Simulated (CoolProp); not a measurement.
The fluid at 293.15 K and 0.0713 MPa flows at 4.4 m/s in a round tube of 100 mm bore and 45 µm roughness, fully developed (64/Re and Nu = 3.66 if laminar; Colebrook and Gnielinski if turbulent). The same conditions are run with several fluids, on thermodynamics alone (safety and materials aside).

Model: reference Helmholtz-energy equation of state of each fluid (R11: Jacobsen 1992; R152A: Outcalt 1996; ammonia: Gao 2020; R124: de Vries 1995; ethane: Bücker 2006), in CoolProp.

```
fluid    Reynolds number  Darcy friction factor  pressure drop (Pa/m)  heat-transfer coefficient (W/(m² K))  mass flow (kg/h)
-------  ---------------  ---------------------  --------------------  ------------------------------------  ----------------
R11               182000             (withheld)                  7.49                                  28.6               513
R152A              79000                 0.0208            (withheld)                                  24.8               244
ammonia            22300             (withheld)                  1.27                                  15.8        (withheld)
R124              141000                 0.0193                  7.59                                  35.6               507
ethane        (withheld)                 0.0231                  1.98                                  21.2               110
```

Problem. Fill in the missing entries.

Solution. 
- R11, Darcy friction factor: 0.0187
- R152A, pressure drop (Pa/m): 3.96
- ammonia, Darcy friction factor: 0.0262
- ammonia, mass flow (kg/h): 62.5
- ethane, Reynolds number: 42300

Transport values come from each fluid's own correlations; those of R11, R152A, R124 are estimates that may be off by 10 % or more.
